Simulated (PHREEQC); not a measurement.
Dissolve 22 mmol/kgw HF, 44 mmol/kgw NH4HF2 and 0.034 mmol/kgw H2SO4 at 20 °C. Closed to the air; pH follows from the charge balance.

Computed with PHREEQC (ion-association model, wateq4f.dat).

```csv
quantity,before,after
pH,2.98,3.17
ionic strength (mol/kgw),0.0452,0.0448
HF (mol/kgw),0.0454,0.0523
F- (mol/kgw),0.0386,0.0363
HF2- (mol/kgw),0.00652,0.00840
H2F2 (mol/kgw),0.00648,0.00230
```

Problem. Which change was made?
(A) temperature from 20 to 55 °C
(B) temperature from 20 to 15 °C
(C) HF replaced by KHF2 at the same molality
(D) NH4HF2 from 0.044 to 0.44 mol/kgw
(E) HF from 0.022 to 0.22 mol/kgw

Solution. A, temperature from 20 to 55 °C

Precipitation was switched off in this run. wateq4f.dat counts part of the HF as a dimer, H2F2, which phreeqc.dat doesn't know; its constant is uncertain. Constants without temperature data keep their 25 °C values here.
